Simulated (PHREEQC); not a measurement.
A made-up water analysis in mmol/kgw, 25 °C, pH 7: Na 112; K 2.31; Ca 3.01; Mg 7.81; Cl 120; S(6) 8.3; Alkalinity (meq/kgw) 0.274.

Cl is adjusted to close the charge balance.
Valence states are taken as typed.

Computed with PHREEQC (Pitzer model, pitzer.dat).

No solid was allowed to form.

Task: What specific conductance does the model give?

Result: specific conductance 13600 µS/cm.

Task: In which forms is C present?

Result: HCO3- 85 %, CO2 15 % of the C.
